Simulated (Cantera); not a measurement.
An adiabatic, constant-pressure homogeneous reactor starts with CO : H₂ : O₂ : N₂ = 1 : 0.16 : 0.763 : 8.39 (molar parts), equivalence ratio 0.76, at 1423 K and 1.10 bar. Integrator tolerance rtol = 1e-08.

Detailed kinetics in Cantera: GRI-Mech 3.0 (53 species, 325 reactions).

### Question
What does this change do: pressure from 1.10 bar to 9.40 bar?

### Answer
```csv
quantity,before,after
time of steepest temperature rise,73.1 µs,10.5 µs
temperature at 0.700 s,2228 K,2252 K
equilibrium temperature,2227 K,2252 K
x(CO) at 0.700 s,0.00496 (gas-phase equilibrium 0.00496),0.00213 (gas-phase equilibrium 0.00213)
x(H₂) at 0.700 s,0.000148 (gas-phase equilibrium 0.000148),6.21e-5 (gas-phase equilibrium 6.21e-5)
x(O₂) at 0.700 s,0.0187 (gas-phase equilibrium 0.0187),0.0175 (gas-phase equilibrium 0.0175)
x(H) at 0.700 s,7.67e-5 (gas-phase equilibrium 7.67e-5),1.94e-5 (gas-phase equilibrium 1.94e-5)
x(NO) at 0.700 s,0.00413 (gas-phase equilibrium 0.00420),0.00428 (gas-phase equilibrium 0.00428)
x(OH) at 0.700 s,0.00118 (gas-phase equilibrium 0.00117),0.000751 (gas-phase equilibrium 0.000751)
```
The hydrogen kinetics of GRI-Mech 3.0 are dated; newer H2 mechanisms differ, most at raised pressure.

### Question
What does this change do: constant volume in place of constant pressure?

### Answer
```tsv
quantity	before	after
time of steepest temperature rise	73.1 µs	74.0 µs
temperature at 0.700 s	2228 K	2373 K
equilibrium temperature	2227 K	2373 K
x(CO) at 0.700 s	0.00496 (gas-phase equilibrium 0.00496)	0.00917 (gas-phase equilibrium 0.00917)
x(H₂) at 0.700 s	0.000148 (gas-phase equilibrium 0.000148)	0.000256 (gas-phase equilibrium 0.000256)
x(O₂) at 0.700 s	0.0187 (gas-phase equilibrium 0.0187)	0.0197 (gas-phase equilibrium 0.0197)
x(H) at 0.700 s	7.67e-5 (gas-phase equilibrium 7.67e-5)	0.000171 (gas-phase equilibrium 0.000171)
x(NO) at 0.700 s	0.00413 (gas-phase equilibrium 0.00420)	0.00582 (gas-phase equilibrium 0.00582)
x(OH) at 0.700 s	0.00118 (gas-phase equilibrium 0.00117)	0.00179 (gas-phase equilibrium 0.00179)
```
